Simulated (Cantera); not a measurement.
An isothermal, constant-pressure homogeneous reactor starts with CH4 : H2 = 0.026 : 1 (molar parts), at 2350 K and 240 Torr. Integrator tolerance rtol = 1e-08.

Model: GRI-Mech 3.0 (53 species, 325 reactions), integrated in Cantera. GRI-Mech 3.0 stops at C3 and has no aromatics, soot or wall deposition, so with more carbon than oxygen in the feed, carbon stays in small species such as C2H2 where larger ones or solid carbon would form.

Question: What does this change do: 0.021 parts N2 added?

Answer: 
```tsv
quantity	before	after
x(CH4) at 60.0 s	8.70e-5 (gas-phase equilibrium 8.74e-5)	7.19e-5 (gas-phase equilibrium 6.74e-5)
x(H2) at 60.0 s	0.966 (gas-phase equilibrium 0.966)	0.947 (gas-phase equilibrium 0.947)
x(CH2) at 60.0 s	1.26e-6 (gas-phase equilibrium 1.27e-6)	1.06e-6 (gas-phase equilibrium 9.96e-7)
x(C2H) at 60.0 s	1.40e-5 (gas-phase equilibrium 1.40e-5)	1.03e-5 (gas-phase equilibrium 8.91e-6)
x(C2H4) at 60.0 s	4.79e-6 (gas-phase equilibrium 4.79e-6)	3.42e-6 (gas-phase equilibrium 2.96e-6)
x(C2H2) at 60.0 s	0.0121 (gas-phase equilibrium 0.0121)	0.00885 (gas-phase equilibrium 0.00765)
x(CH3) at 60.0 s	3.63e-5 (gas-phase equilibrium 3.65e-5)	3.03e-5 (gas-phase equilibrium 2.84e-5)
```
